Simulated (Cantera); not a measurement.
## Stirred combustor or abatement burner

A perfectly stirred reactor is fed with 15.6 % H₂, 17.8 % O₂, 66.6 % N₂, equivalence ratio 0.44, at 1.00 bar; it is adiabatic with a 450 K inlet, and is followed from long to short residence time, starting on the burning branch (τ in s: 0.085, 0.045, 0.023, 0.012, 0.0064, 0.0034, 0.0018, 0.00093, 0.00049, 0.00026, 0.00013, 7e-05, 3.7e-05).

Computed with Cantera and the H2/O2 subset of GRI-Mech 3.0, which has no nitrogen chemistry.

| τ (s) | T (K) | x H₂ | x O₂ | x OH | x H₂O₂ | x HO₂ | x H | x O |
|---|---|---|---|---|---|---|---|---|
| 0.085 | 1639 | 0.000151 | 0.108 | 0.00109 | 1.73e-7 | 2.78e-6 | 1.59e-5 | 0.000137 |
| 0.045 | 1637 | 0.000230 | 0.108 | 0.00134 | 2.29e-7 | 4.06e-6 | 3.01e-5 | 0.000210 |
| 0.023 | 1633 | 0.000358 | 0.108 | 0.00167 | 3.05e-7 | 6.04e-6 | 5.91e-5 | 0.000329 |
| 0.012 | 1629 | 0.000550 | 0.108 | 0.00205 | 4.02e-7 | 8.78e-6 | 0.000113 | 0.000508 |
| 0.0064 | 1622 | 0.000830 | 0.108 | 0.00249 | 5.21e-7 | 1.24e-5 | 0.000212 | 0.000768 |
| 0.0034 | 1613 | 0.00125 | 0.107 | 0.00299 | 6.78e-7 | 1.72e-5 | 0.000393 | 0.00115 |
| 0.0018 | 1599 | 0.00188 | 0.107 | 0.00356 | 8.90e-7 | 2.33e-5 | 0.000725 | 0.00171 |
| 0.00093 | 1579 | 0.00285 | 0.107 | 0.00417 | 1.20e-6 | 3.09e-5 | 0.00134 | 0.00253 |
| 0.00049 | 1550 | 0.00425 | 0.107 | 0.00473 | 1.65e-6 | 3.94e-5 | 0.00237 | 0.00358 |
| 0.00026 | 1509 | 0.00633 | 0.108 | 0.00514 | 2.34e-6 | 4.89e-5 | 0.00402 | 0.00481 |
| 0.00013 | 1447 | 0.0101 | 0.109 | 0.00529 | 3.65e-6 | 6.09e-5 | 0.00673 | 0.00612 |
| 7.0e-5 | 1369 | 0.0165 | 0.112 | 0.00499 | 5.74e-6 | 7.48e-5 | 0.00981 | 0.00667 |
| 3.7e-5 | 1209 | 0.0405 | 0.125 | 0.00325 | 9.62e-6 | 0.000106 | 0.0109 | 0.00443 |
x: mole fraction; the columns are a selection and need not sum to one.
